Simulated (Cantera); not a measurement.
A closed system holds: 1 mol SiH4, 3.9 mol O3, 0.14 mol H2, held at 0.0100 bar.

Equilibrium computed with Cantera from the NASA thermochemical tables; the gas is ideal and each condensed phase is pure. Candidate condensed phases: H2O, Si, SiO2; 18 gas species. The tables hold silica as quartz up to 1696 K and as liquid above; real silica turns to tridymite and cristobalite and melts near 1996 K. Equilibrium is a limit: real reactors are often held back by kinetics, nucleation or transport. All values below are at 1198 K.

Base state: O2 0.639, H2O 0.361, OH 2.31e-5 (mole fractions); condensed: SiO2(β-quartz).

Question: What changes in the equilibrium state with this change: SiH4 replaced by SiCl4?

Answer: 
```
species               before    after
-------------------  -------  -------
O2                     0.639    0.686
Cl2                        0    0.251
HCl                        0   0.0395
H2O                    0.361  5.35e-5
Cl                         0   0.0232
ClO                        0  7.59e-5
OH                   2.31e-5  2.86e-7
SiO2(β-quartz), mol     1.00     1.00
```

Question: What changes in the equilibrium state with this change: H2 from 0.14 to 49 mol?

Answer: 
| species | before | after |
|---|---|---|
| H2 | 5.51e-8 | 0.810 |
| H2O | 0.361 | 0.190 |
| OH | 2.31e-5 | 3.17e-9 |
| O2 | 0.639 | <1e-9 |
| SiO2(β-quartz), mol | 1.00 | 1.00 |

Question: What changes in the equilibrium state with this change: SiH4 replaced by Si2H6?

Answer: 
```tsv
species	before	after
H2O	0.361	0.579
O2	0.639	0.421
OH	2.31e-5	2.64e-5
SiO2(β-quartz), mol	1.00	2.00
```
The feed counts by its element totals alone.
